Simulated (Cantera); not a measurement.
A closed system holds: 1 mol TEOS, 0.72 mol O3, at 500 K and 10.0 mbar.

Equilibrium computed with Cantera from the NASA thermochemical tables; the gas is ideal and each condensed phase is pure. Candidate condensed phases: C, C6H6, C7H8, C8H18, H2O, Si, SiC, SiO2; 123 gas species. The feed counts by its element totals alone. Kinetics and transport are ignored.

Base state: H2O 0.462, CH4 0.371, H2 0.122, CO2 0.0446, CO 8.57e-5 (mole fractions); condensed: C(graphite) + SiO2(α-quartz).

Q: What changes in the equilibrium state with this change: temperature from 500 K to 1150 K?

A: 
| species | before | after |
|---|---|---|
| H2 | 0.122 | 0.706 |
| CO | 8.57e-5 | 0.294 |
| CH4 | 0.371 | 0.000117 |
| H2O | 0.462 | 9.72e-5 |
| CO2 | 0.0446 | 3.40e-5 |
| C(graphite), mol | 4.87 | 3.84 |
| SiO2(α-quartz), mol | 1.00 | 0 |
| SiO2(β-quartz), mol | 0 | 1.00 |
The tables hold silica as quartz up to 1696 K and as liquid above; real silica turns to tridymite and cristobalite and melts near 1996 K.

Q: What changes in the equilibrium state with this change: temperature from 500 K to 1775 K?

A: 
```json
[
 {"species": "H2", "before": "0.122", "after": "0.617"},
 {"species": "CO", "before": "8.57e-5", "after": "0.379"},
 {"species": "H", "before": "<1e-9", "after": "0.00227"},
 {"species": "H2O", "before": "0.462", "after": "7.56e-7"},
 {"species": "CO2", "before": "0.0446", "after": "1.25e-7"},
 {"species": "CH4", "before": "0.371", "after": "3.19e-6"},
 {"species": "SiO", "before": "<1e-9", "after": "0.00196"},
 {"species": "C2H2 (acetylene)", "before": "<1e-9", "after": "8.78e-5"},
 {"species": "C(graphite), mol", "before": "4.87", "after": "0.901"},
 {"species": "SiO2(α-quartz), mol", "before": "1.00", "after": "0"},
 {"species": "SiC(s), mol", "before": "0", "after": "0.968"}
]
```

Q: What changes in the equilibrium state with this change: O3 from 0.72 to 1.6 mol?

A: 
| species | before | after |
|---|---|---|
| H2O | 0.462 | 0.563 |
| CH4 | 0.371 | 0.236 |
| CO2 | 0.0446 | 0.104 |
| H2 | 0.122 | 0.0972 |
| CO | 8.57e-5 | 0.000131 |
| C(graphite), mol | 4.87 | 5.00 |
| SiO2(α-quartz), mol | 1.00 | 1.00 |
